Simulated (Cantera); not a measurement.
An isothermal, constant-pressure homogeneous reactor starts with C3H8 : H2 = 1 : 1.5 (molar parts), at 1475 K and 0.580 bar. Integrator tolerance rtol = 1e-08.

Model: GRI-Mech 3.0 (53 species, 325 reactions), integrated in Cantera. GRI-Mech 3.0 was tuned for natural gas; its chemistry of propane as a main component is partial and can be far from experiment. GRI-Mech 3.0 stops at C3 and has no aromatics, soot or wall deposition, so with more carbon than oxygen in the feed, carbon stays in small species such as C2H2 where larger ones or solid carbon would form.

Problem. What does this change do: temperature 1475 to 1925 K?

Solution. 
```csv
quantity,before,after
x(C3H8) at 1.00 s,2.05e-7 (gas-phase equilibrium 2.02e-7),6.25e-11 (gas-phase equilibrium 6.25e-11)
x(H2) at 1.00 s,0.594 (gas-phase equilibrium 0.608),0.722 (gas-phase equilibrium 0.722)
x(C2H2) at 1.00 s,0.216 (gas-phase equilibrium 0.220),0.271 (gas-phase equilibrium 0.271)
x(H) at 1.00 s,1.23e-5 (gas-phase equilibrium 1.34e-5),0.00107 (gas-phase equilibrium 0.00107)
x(CH4) at 1.00 s,0.162 (gas-phase equilibrium 0.144),0.00450 (gas-phase equilibrium 0.00450)
x(C2H4) at 1.00 s,0.0272 (gas-phase equilibrium 0.0282),0.00117 (gas-phase equilibrium 0.00117)
x(CH3) at 1.00 s,6.81e-5 (gas-phase equilibrium 6.37e-5),0.000133 (gas-phase equilibrium 0.000133)
```

Problem. What does this change do: pressure from 0.580 bar to 1.00 bar?

Solution. 
| quantity | before | after |
|---|---|---|
| x(C3H8) at 1.00 s | 2.05e-7 (gas-phase equilibrium 2.02e-7) | 7.07e-7 (gas-phase equilibrium 7.05e-7) |
| x(H2) at 1.00 s | 0.594 (gas-phase equilibrium 0.608) | 0.559 (gas-phase equilibrium 0.557) |
| x(C2H2) at 1.00 s | 0.216 (gas-phase equilibrium 0.220) | 0.197 (gas-phase equilibrium 0.197) |
| x(H) at 1.00 s | 1.23e-5 (gas-phase equilibrium 1.34e-5) | 9.86e-6 (gas-phase equilibrium 9.75e-6) |
| x(CH4) at 1.00 s | 0.162 (gas-phase equilibrium 0.144) | 0.203 (gas-phase equilibrium 0.206) |
| x(C2H4) at 1.00 s | 0.0272 (gas-phase equilibrium 0.0282) | 0.0401 (gas-phase equilibrium 0.0399) |
| x(CH3) at 1.00 s | 6.81e-5 (gas-phase equilibrium 6.37e-5) | 7.22e-5 (gas-phase equilibrium 7.26e-5) |
